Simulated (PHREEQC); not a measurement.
## Brine: an equilibrium model

Consider water at 25 °C with 0.4 mol/kgw Na2SO4, 0.34 mol/kgw KCl and 4.4 mol/kgw KBr. Closed to the air; pH follows from the charge balance.

Computed with PHREEQC (Pitzer model, pitzer.dat).

The ionic strength comes out as 5.94 mol/kgw and the activity of water is 0.824. The density is 1.345 g/cm³. The osmotic coefficient comes out as 1.006.

| species | molality | activity | log γ |
|---|---|---|---|
| K+ | 4.74 | 2.80 | -0.229 |
| Br- | 4.40 | 2.88 | -0.184 |
| Na+ | 0.800 | 0.667 | -0.079 |
| SO4-2 | 0.400 | 0.00558 | -1.856 |
| Cl- | 0.340 | 0.208 | -0.214 |
| OH- | 1.73e-7 | 9.68e-8 | -0.252 |
| HSO4- | 1.45e-7 | 4.58e-8 | -0.502 |
| H+ | 2.73e-8 | 8.62e-8 | 0.499 |

This is a speciation only: nothing precipitates in the calculation. Examples of supersaturated solids here: Arcanite, Glaserite. Others may be too.
